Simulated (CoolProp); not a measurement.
Ethanol at 293.15 K and 13.1 MPa flows at 0.072 m/s in a round tube of 1 mm bore and 0.25 µm roughness, fully developed (64/Re and Nu = 3.66 if laminar; Colebrook and Gnielinski if turbulent). Each further row changes one setting.

Computed with CoolProp (reference Helmholtz-energy equation of state, Schroeder 2014).

```
case                Reynolds number  Darcy friction factor  pressure drop (Pa/m)  heat-transfer coefficient (W/(m² K))  mass flow (kg/h)
------------------  ---------------  ---------------------  --------------------  ------------------------------------  ----------------
as stated                      44.8                   1.43                  2960                                   626                 ?
velocity 0.144 m/s             89.6                  0.715                     ?                                   626             0.326
diameter 2 mm                  89.6                  0.715                     ?                                   313                 ?
```

Task: What belongs in the gaps?

Result: 
- as stated, mass flow (kg/h): 0.163
- velocity 0.144 m/s, pressure drop (Pa/m): 5930
- diameter 2 mm, pressure drop (Pa/m): 741
- diameter 2 mm, mass flow (kg/h): 0.652

Viscosity comes from a separate model (Kiselev 2005). Thermal conductivity comes from a separate model (Assael 2013).
